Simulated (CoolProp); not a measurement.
A single-stage vapour-compression cycle with R365MFC: evaporating at 278.15 K (dew point), condensing at 345.15 K (bubble point), superheat 10 K, subcooling 0 K, compressor efficiency 0.6, no pressure losses. Each further row changes one setting.

Model: reference Helmholtz-energy equation of state, Lemmon 2016, in CoolProp.

```
case                              cooling COP  pressure ratio  discharge temperature (K)  refrigerating effect (kJ/kg)  volumetric capacity (kJ/m³)
--------------------------------  -----------  --------------  -------------------------  ----------------------------  ---------------------------
as stated                                1.74            11.9                      359.6                           119                          176
evaporating temperature 283.15 K         1.98            9.45                      358.4                           124                          228
condensing temperature 340.15 K          1.96            10.3                      355.3                           127                          187
subcooling 5 K                           1.85            11.9                      359.6                           127                          187
superheat 20 K                           1.81            11.9                      370.5                           129                          184
compressor efficiency 0.5                1.45            11.9                      371.3                           119                          176
```
